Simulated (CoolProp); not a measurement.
A Linde-Hampson liquefier for ethylene: isothermal reversible compression at 320 K from 1 atm to 10 MPa, throttling to 1 atm, return gas leaving the recuperator 0 K below the feed. Each further row changes one setting.

Values from CoolProp's reference Helmholtz-energy equation of state, Smukala 2000.

```json
[
 {"case": "as stated", "liquid yield per pass": "?", "compression work (kJ/kg of gas)": "386"},
 {"case": "high pressure 20 MPa", "liquid yield per pass": "?", "compression work (kJ/kg of gas)": "?"},
 {"case": "warm-end temperature 350 K", "liquid yield per pass": "0.200", "compression work (kJ/kg of gas)": "?"},
 {"case": "warm-end gap 5 K", "liquid yield per pass": "?", "compression work (kJ/kg of gas)": "386"}
]
```

**Question.** Some entries are withheld; supply them.

**Answer.** 
- as stated, liquid yield per pass: 0.320
- high pressure 20 MPa, liquid yield per pass: 0.416
- high pressure 20 MPa, compression work (kJ/kg of gas): 418
- warm-end temperature 350 K, compression work (kJ/kg of gas): 440
- warm-end gap 5 K, liquid yield per pass: 0.312
